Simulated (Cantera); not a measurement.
Charge: 1 mol CH3SiCl3, 2.1 mol HCl, 5 mol H2, at 2273 K and 0.133 bar.

Equilibrium computed with Cantera from the NASA thermochemical tables; the gas is ideal and each condensed phase is pure. Candidate condensed phases: C, C6H6, C7H8, C8H18, Si, SiC; 109 gas species. The feed counts by its element totals alone. The tables' values for SiCl, SiCl3 are old estimates; treat these amounts as uncertain. Gases not in the tables: Si2H6 and higher silanes. The numbers say what is thermodynamically allowed, not how fast it happens.

Base state: H2 0.543, HCl 0.367, SiCl2 0.0592, H 0.0170, Cl 0.00827, C2H2 (acetylene) 0.00205, SiCl 0.00124, SiCl3 0.00107 (mole fractions); condensed: C(graphite) + SiC(s).

### Question
What changes in the equilibrium state with this change: pressure from 0.133 bar to 0.00740 bar?

### Answer
| species | before | after |
|---|---|---|
| H2 | 0.543 | 0.495 |
| HCl | 0.367 | 0.328 |
| H | 0.0170 | 0.0687 |
| Si | 0.000730 | 0.0132 |
| Cl | 0.00827 | 0.0328 |
| SiCl2 | 0.0592 | 0.0519 |
| SiCl4 | 1.53e-5 | 6.53e-7 |
| SiHCl3 | 1.43e-5 | 6.20e-7 |
| C(graphite), mol | 0.596 | 0.717 |
| SiC(s), mol | 0.359 | 0.195 |
